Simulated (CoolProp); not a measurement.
Vapour-liquid equilibrium of methanol (1) + water (2) at 411.5 K; x and y are mole fractions of (1).

Model: multi-fluid Helmholtz-energy mixture model, de Reuck 1993 and Wagner 2002; pair parameters Bell 2016, in CoolProp.

```csv
x,bubble pressure (MPa),y at the bubble point,dew pressure at overall composition x (MPa),liquid density (mol/L)
0.05,0.3961,0.163,0.3592,48.74
0.125,0.4654,0.332,0.3829,45.00
0.2,0.5288,0.452,0.4096,41.66
0.275,0.5874,0.543,0.4398,38.67
0.35,0.6420,0.616,0.4741,35.97
0.425,0.6934,0.676,0.5133,33.54
0.5,0.7423,0.728,0.5584,31.33
0.575,0.7894,0.775,0.6106,29.31
0.65,0.8352,0.818,0.6707,27.47
0.725,0.8802,0.858,0.7393,25.79
0.8,0.9250,0.897,0.8162,24.25
0.875,0.9698,0.935,0.8997,22.83
0.95,1.015,0.974,0.9869,21.51
```

No azeotrope shows between x = 0.05 and 0.95.

Pair parameters are fitted to limited data, so mixtures are less certain than the pure fluids.
